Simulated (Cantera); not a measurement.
Charge: 1 mol SiHCl₃, 2.4 mol HCl, 100 mol N₂, at 1425 K and 0.100 bar.

Method: chemical equilibrium by Gibbs-energy minimisation in Cantera with the NASA 1993 tables (ideal gas, pure condensed phases). Candidate condensed phases: NH₄Cl, Si, Si₃N₄; 28 gas species. N₂ is the only nitrogen source here; it is nearly inert below about 1500 K, so the nitride shown seldom forms there in practice. The tables' values for SiCl₃ are old estimates; treat these amounts as uncertain. The numbers say what is thermodynamically allowed, not how fast it happens.

Base state: N₂ 0.962, HCl 0.0276, SiCl₄ 0.00402, H₂ 0.00256, SiCl₂ 0.00199, SiCl₃ 0.00143, SiHCl₃ 2.91e-5 (mole fractions); condensed: Si₃N₄(s).

Q: What changes in the equilibrium state with this change: pressure from 0.100 bar to 0.530 bar?

A: 
| species | before | after |
|---|---|---|
| N₂ | 0.962 | 0.963 |
| HCl | 0.0276 | 0.0271 |
| SiCl₄ | 0.00402 | 0.00528 |
| SiCl₂ | 0.00199 | 0.000569 |
| SiCl₃ | 0.00143 | 0.000874 |
| SiHCl₃ | 2.91e-5 | 4.32e-5 |
| H₂ | 0.00256 | 0.00283 |
| Si₃N₄(s), mol | 0.0752 | 0.0997 |

Q: What changes in the equilibrium state with this change: HCl from 2.4 to 0.019 mol?

A: 
| species | before | after |
|---|---|---|
| N₂ | 0.962 | 0.984 |
| HCl | 0.0276 | 0.00939 |
| SiCl₄ | 0.00402 | 0.00328 |
| H₂ | 0.00256 | 0.000325 |
| SiHCl₃ | 2.91e-5 | 8.87e-6 |
| SiCl₃ | 0.00143 | 0.00122 |
| SiCl₂ | 0.00199 | 0.00179 |
| Si₃N₄(s), mol | 0.0752 | 0.121 |

Q: What changes in the equilibrium state with this change: N₂ from 100 to 4.1 mol?

A: 
```json
[
 {"species": "N₂", "before": "0.962", "after": "0.522"},
 {"species": "HCl", "before": "0.0276", "after": "0.290"},
 {"species": "SiCl₄", "before": "0.00402", "after": "0.0845"},
 {"species": "H₂", "before": "0.00256", "after": "0.0753"},
 {"species": "SiCl₃", "before": "0.00143", "after": "0.0155"},
 {"species": "SiCl₂", "before": "0.00199", "after": "0.0112"},
 {"species": "SiHCl₃", "before": "2.91e-5", "after": "0.00172"},
 {"species": "Cl", "before": "9.65e-6", "after": "1.87e-5"},
 {"species": "Si₃N₄(s), mol", "before": "0.0752", "after": "0.0437"}
]
```
